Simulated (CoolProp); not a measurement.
Vapour-liquid equilibrium of carbon dioxide (1) + R227EA (2) at -27.45 °C; x and y are mole fractions of (1).

Model: multi-fluid Helmholtz-energy mixture model, Span 1996 and Lemmon 2016; pair parameters Bell 2016, in CoolProp.

Q: Give the bubble pressure and the first vapour's composition at x = 0.35, 0.65, 0.95. Is there an azeotrope?

A: x = 0.35: 5.402 bar, y = 0.912; x = 0.65: 9.670 bar, y = 0.968; x = 0.95: 14.63 bar, y = 0.996. No azeotrope shows between x = 0.05 and 0.95.

Pair parameters are fitted to limited data, so mixtures are less certain than the pure fluids.
